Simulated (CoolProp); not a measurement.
Saturation properties of R141b.

Values from CoolProp's reference Helmholtz-energy equation of state, Lemmon 2006. It is a short technical equation, of lower accuracy than the large ones.

```tsv
T (K)	p (MPa)	liquid density (kg/m³)	vapour density (kg/m³)	liquid viscosity (µPa s)
230.6	0.002616	1359	0.1601	1050
242.4	0.005583	1337	[?]	857
254.1	0.01091	1316	0.6089	716
265.8	0.01988	1295	1.066	607
277.5	0.03414	1273	1.763	522
289.3	0.05591	1251	2.791	452
301	0.08723	1228	4.225	395
312.7	0.1309	1205	[?]	347
324.4	0.1900	1181	8.761	307
336.2	0.2685	1157	12.14	272
347.9	0.3685	1131	16.42	242
359.6	0.4944	1105	[?]	216
371.4	0.6512	1077	[?]	193
383.1	0.8405	1048	36.82	172
```

Problem. Fill in the missing entries.

Solution. 
- 242.4, vapour density (kg/m³): 0.3257
- 312.7, vapour density (kg/m³): 6.176
- 359.6, vapour density (kg/m³): 21.80
- 371.4, vapour density (kg/m³): 28.55

It boils at 305.2 K under 1 atm.

Viscosity comes from a separate model (Huber 2003), an estimate that may be off by 10 % or more.
